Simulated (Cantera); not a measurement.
**Pyrogenic steam for wet oxidation**

An isothermal, constant-pressure homogeneous reactor starts with 8.92 % H₂, 6.37 % O₂, 82.8 % N₂, 1.91 % H₂O, at 950 K and 1.00 bar.

Model: GRI-Mech 3.0 (53 species, 325 reactions), integrated in Cantera. The temperature is held fixed by assumption; the heat of reaction is taken as removed at once.

```tsv
t (s)	x H₂	x O₂	x NO₂	x H₂O₂	x O	x N₂O	x NO
4.00e-5	0.0892	0.0637	<1e-12	<1e-12	3.16e-12	<1e-12	<1e-12
0.000155	0.0892	0.0637	<1e-12	1.17e-12	8.02e-12	<1e-12	<1e-12
0.000599	0.0892	0.0637	<1e-12	2.77e-11	1.08e-11	<1e-12	<1e-12
0.00232	0.0892	0.0637	<1e-12	5.22e-10	1.52e-11	<1e-12	<1e-12
0.00896	0.0892	0.0637	<1e-12	1.15e-8	5.54e-11	<1e-12	<1e-12
0.0346	0.0891	0.0637	<1e-12	4.29e-6	8.14e-9	6.80e-12	<1e-12
0.134	0.0501	0.0445	1.93e-9	0.000181	1.78e-7	4.96e-9	2.49e-9
0.518	0.0246	0.0320	2.33e-9	0.000105	1.21e-7	1.11e-8	2.12e-9
2.00	0.00216	0.0210	3.40e-9	1.47e-5	6.05e-8	2.72e-8	1.13e-9
7.76	5.79e-5	0.0200	4.41e-9	8.84e-8	9.52e-10	3.53e-8	1.32e-10
30.0	5.29e-6	0.0200	4.48e-9	1.82e-9	2.89e-11	3.52e-8	5.95e-11
```
x: mole fraction; the columns are a selection and need not sum to one.

Equilibrium at this temperature and pressure: H₂ 1.47e-11, O₂ 0.0200, NO₂ 1.36e-7, H₂O₂ 2.30e-11, O 4.52e-12, N₂O 5.19e-10, NO 5.71e-6 (gas phase only).
